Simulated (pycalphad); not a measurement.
Source of the numbers: pycalphad with the COST 507 light-alloy database (1999); pressure 1 atm. No gas phase is included, though pure Al would boil below 2577 °C. The data set is of 1999 and partly superseded. Not assessed as a whole: an extrapolation from subsystems, which can miss ternary compounds. Kinetics are ignored, which matters at the lower temperatures.

Molar enthalpy of Ti-4.7Al-2.12C (at.%) in equilibrium (SER reference):

| T (°C) | H (kJ/mol) | phases |
|---|---|---|
| 2577 | 104.13 | liquid |
| 2427 | 97.35 | liquid |
| 2277 | 90.57 | liquid |
| 2127 | 83.79 | liquid |
| 1977 | 77.02 | liquid |
| 1827 | 70.24 | liquid |
| 1727 | 65.73 | liquid |
| 1677 | 63.47 | liquid |
| 1627 | 45.38 | bcc + fcc |
| 1577 | 43.44 | bcc + fcc |
| 1527 | 41.53 | bcc + fcc |
| 1377 | 36.03 | bcc + fcc |
| 1227 | 30.84 | bcc + fcc |
| 1077 | 25.92 | bcc + fcc |
| 927 | 17.34 | hcp + fcc |
| 777 | 12.22 | hcp + fcc |
| 627 | 7.33 | hcp + fcc |
| 477 | 2.66 | hcp + fcc |
| 327 | -1.78 | hcp + fcc |

Cooling from 1677 °C to 1627 °C, across the freezing range, releases 18.1 kJ/mol, or 392 J/g. The slope is 45 J/(mol K) in the liquid and 39 J/(mol K) just below the solidus, where it includes any heat of precipitation. Liquidus 1674 °C, solidus 1667 °C. Changes were sought between steps of 50 K, so a narrower field can be missed.

The fcc model also describes the rock-salt carbide or nitride (TiC, TiN, HfC).
